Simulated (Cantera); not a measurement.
Feed: 1 mol n-butane, 0.27 mol NH₃, equilibrated at 2177 °C and 16.0 Pa.

These are equilibrium values from Cantera (NASA tables, ideal gas, pure condensed phases), not measurements of a reactor. Candidate condensed phases: C, C₆H₆, C₇H₈, C₈H₁₈; 92 gas species. Kinetics and transport are ignored.

Base state: H 0.753, H₂ 0.225, N₂ 0.0130, HCN 0.00336, C₂H₂ (acetylene) 0.00196, C₃ 0.00140, CN 0.000607, C 0.000516 (mole fractions); condensed: C(graphite).

Question: What changes in the equilibrium state with this change: pressure from 16.0 Pa to 10.0 mbar?

Answer: 
```csv
species,before,after
H₂,0.225,0.788
H,0.753,0.178
N₂,0.0130,0.0180
C₂,0.000128,2.05e-6
C₃,0.00140,2.25e-5
"C(graphite), mol",3.87,3.86
```
